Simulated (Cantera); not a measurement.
Input (Python, Cantera):

```python
import numpy as np
import cantera as ct

gas = ct.Solution("gri30.yaml")
gas.TPX = 1773, 100000, {'CH4': 1, 'H2': 16}
reactor = ct.IdealGasConstPressureReactor(gas, energy="off", clone=False)
net = ct.ReactorNet([reactor])
net.rtol, net.atol = 1e-08, 1e-18
show = ['CH4', 'H2', 'H', 'C2H4', 'C2H2', 'C2H6']
times = np.geomspace(1e-06, 30, 12)

steps = ct.SolutionArray(gas, extra=["t"])
rows = []
print(f"{'t/s':>10s}{'T/K':>9s}{'P/Pa':>11s}" + "".join(f"{s:>11s}" for s in show))
for t in times:
    while net.time < t:
        t_next = net.step()
        steps.append(gas.state, t=t_next)
    rows.append([np.interp(t, steps.t, y) for y in (steps.T, steps.P, *steps(*show).X.T)])
    print(f"{t:10.3e}{rows[-1][0]:9.1f}{rows[-1][1]:11.4g}" + "".join(f"{x:11.3e}" for x in rows[-1][2:]))
rate = np.gradient(steps.T, steps.t)
print("integrator steps:", len(steps.t))
if steps.T.max() > steps.T[0] + 200:
    print(f"time of steepest temperature rise: {steps.t[rate.argmax()]:.4e} s")
gas.TPX = 1773, 100000, {'CH4': 1, 'H2': 16}
gas.equilibrate("TP")
print(f"equilibrium (TP): T = {gas.T:.1f} K  " + "  ".join(f"{s} {gas[s].X[0]:.3e}" for s in show))
```

It prints:

```
       t/s      T/K       P/Pa        CH4         H2          H       C2H4       C2H2       C2H6
 1.000e-06   1773.0      1e+05  5.882e-02  9.412e-01  2.656e-06  5.712e-12  8.406e-16  2.906e-11
 4.783e-06   1773.0      1e+05  5.881e-02  9.412e-01  1.238e-05  1.156e-09  1.023e-12  3.396e-09
 2.288e-05   1773.0      1e+05  5.875e-02  9.411e-01  5.784e-05  1.512e-07  1.074e-09  3.150e-07
 1.094e-04   1773.0      1e+05  5.850e-02  9.410e-01  2.052e-04  1.564e-05  1.362e-06  9.320e-06
 5.235e-04   1773.0      1e+05  5.781e-02  9.413e-01  2.604e-04  1.496e-04  1.588e-04  1.589e-05
 2.504e-03   1773.0      1e+05  5.487e-02  9.428e-01  2.614e-04  2.004e-04  1.503e-03  1.440e-05
 1.198e-02   1773.0      1e+05  4.416e-02  9.485e-01  2.653e-04  2.776e-04  6.520e-03  9.534e-06
 5.730e-02   1773.0      1e+05  2.330e-02  9.596e-01  2.741e-04  4.641e-04  1.625e-02  2.962e-06
 2.741e-01   1773.0      1e+05  1.086e-02  9.662e-01  2.811e-04  5.987e-04  2.203e-02  9.559e-07
 1.311e+00   1773.0      1e+05  1.006e-02  9.666e-01  2.817e-04  6.079e-04  2.240e-02  8.781e-07
 6.272e+00   1773.0      1e+05  1.006e-02  9.666e-01  2.817e-04  6.079e-04  2.240e-02  8.781e-07
 3.000e+01   1773.0      1e+05  1.006e-02  9.666e-01  2.817e-04  6.079e-04  2.240e-02  8.781e-07
integrator steps: 791
equilibrium (TP): T = 1773.0 K  CH4 1.006e-02  H2 9.666e-01  H 2.817e-04  C2H4 6.079e-04  C2H2 2.240e-02  C2H6 8.781e-07
```

Model: GRI-Mech 3.0 (53 species, 325 reactions), integrated in Cantera. GRI-Mech 3.0 stops at C3 and has no aromatics, soot or wall deposition, so with more carbon than oxygen in the feed, carbon stays in small species such as C2H2 where larger ones or solid carbon would form.
